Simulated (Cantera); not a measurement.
**Silicon oxide and oxynitride deposition: SiCl4 + O2 + H2 + O3**

Feed: 1 mol SiCl4, 0.2 mol O2, 56 mol H2, 0.062 mol O3, held at 1998.15 K and 0.250 bar.

Cantera equilibrium calculation (NASA polynomials, part measured and part estimated; ideal gas, pure solids and liquids). Candidate condensed phases: H2O, Si, SiO2; 30 gas species. The tables' values for SiCl, SiCl3 are old estimates; treat these amounts as uncertain. Gases not in the tables: Si2H6 and higher silanes. The numbers say what is thermodynamically allowed, not how fast it happens.

```yaml
x(H2): 0.925
x(HCl): 0.0545
x(SiO): 0.00998
x(SiCl2): 0.00660
x(H): 0.00309
x(Si): 0.000146
x(Cl): 0.000136
x(SiCl): 0.000124
x(SiH2): 8.32e-5
gas_amount: 58.69 mol
log10 activity of Si(l) (absent): -0.07
```
